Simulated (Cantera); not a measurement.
Cantera run:

```python
import numpy as np
import cantera as ct

gas_names = """
    H HNO HNO2 HNO3 HO2 H2 H2O H2O2 H2S H2SO4 N NH NH2 NH3 NH2OH NO NO2 NO3 N2 N2H2 N2H4 N2O O OH O2 O3
    S SH SN SO SO2 SO3 S2 S2O S8
""".split()
cond_names = """
    H2O(s) H2O(L) H2SO4(L) S(cr1) S(cr2) S(L)
""".split()


# ... load() reads the species with a 1 bar reference pressure and builds the phases ...
atoms = {
    'N2O': {'N': 2, 'O': 1},
    'H2': {'H': 2},
    'O2': {'O': 2},
    'SO2': {'S': 1, 'O': 2},
}
top_T = {}  # K; cautious upper limits of use, not melting points


# ... equilibrate(T, P, feed) seeds the gas with the atoms and calls Mixture.equilibrate('TP', solver="vcs", rtol=1e-11, max_steps=5000) ...
results = []
T = 2048  # K
P = 1333.22  # Pa
for m in [0.45, 0.55, 0.66, 0.8, 0.97, 1.2, 1.4, 1.7, 2.1]:
    feed = {'N2O': 1, 'H2': m, 'O2': 0.043, 'SO2': 0.0076}  # mol
    mix = equilibrate(T, P, feed)
    results.append((T, P, feed, dict(zip(mix.species_names, mix.species_moles))))

top = {s: max(r[3][s] / sum(r[3][g] for g in gas_names) for r in results) for s in gas_names}
cols = sorted((s for s in top if top[s] > 1e-06), key=lambda s: -top[s])[:9]
seen = [c for c in cond_names if any(r[3].get(c, 0) > 1e-12 for r in results)]
print("log10 of partial pressures in bar; condensed amounts in mol")
print(f"{'n(H2)':>10s}" + "".join(f"{s[:9]:>10s}" for s in cols + seen))
for T, P, feed, n in results:
    ng = sum(n[g] for g in gas_names)
    print(f"{feed['H2']:10.4g}" + "".join(f"{np.log10(max(n[s] / ng * P / 1e5, 1e-99)):10.3f}" for s in cols)
          + "".join(f"{n.get(c, 0):10.4g}" for c in seen))
```

It prints:

```
log10 of partial pressures in bar; condensed amounts in mol
     n(H2)        N2       H2O        H2        O2        OH         H        NO       SO2         O
      0.45    -2.130    -2.488    -4.554    -2.641    -3.824    -4.927    -4.055    -4.249    -4.339
      0.55    -2.142    -2.412    -4.434    -2.729    -3.808    -4.867    -4.104    -4.261    -4.383
      0.66    -2.155    -2.346    -4.310    -2.843    -3.803    -4.805    -4.168    -4.274    -4.440
       0.8    -2.170    -2.278    -4.149    -3.031    -3.817    -4.724    -4.270    -4.291    -4.534
      0.97    -2.189    -2.216    -3.895    -3.412    -3.881    -4.598    -4.470    -4.312    -4.724
       1.2    -2.222    -2.192    -3.144    -4.868    -4.233    -4.222    -5.214    -4.368    -5.452
       1.4    -2.259    -2.226    -2.769    -5.685    -4.454    -4.034    -5.641    -4.448    -5.861
       1.7    -2.310    -2.275    -2.531    -6.262    -4.623    -3.915    -5.955    -4.570    -6.149
       2.1    -2.370    -2.334    -2.373    -6.696    -4.761    -3.836    -6.202    -4.731    -6.366
```

Equilibrium computed with Cantera from the NASA thermochemical tables; the gas is ideal and each condensed phase is pure.
